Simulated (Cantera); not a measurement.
Feed: 1 mol Ta₂O₅, 7.2 mol C, 2.6 mol H₂, 2.7 mol CH₄, equilibrated at 1002 °C and 41.0 Pa.

Cantera equilibrium calculation (NASA polynomials, part measured and part estimated; ideal gas, pure solids and liquids). Candidate condensed phases: C, C₆H₆, C₇H₈, C₈H₁₈, H₂O, Ta, TaC, Ta₂O₅; 113 gas species. TaC: taken at fixed stoichiometry. Condensed phases not in the tables: Ta₂C. Equilibrium is a limit: real reactors are often held back by kinetics, nucleation or transport.

Base state: H₂ 0.615, CO 0.385, H 2.86e-5 (mole fractions); condensed: C(graphite) + TaC(s).

What changes in the equilibrium state with this change: temperature from 1002 °C to 1925 °C?


```tsv
species	before	after
H₂	0.615	0.463
CO	0.385	0.349
H	2.86e-5	0.187
C₂H	<1e-9	1.63e-5
C₂H₂ (acetylene)	2.36e-7	0.00117
C(graphite), mol	2.90	2.87
TaC(s), mol	2.00	2.00
```
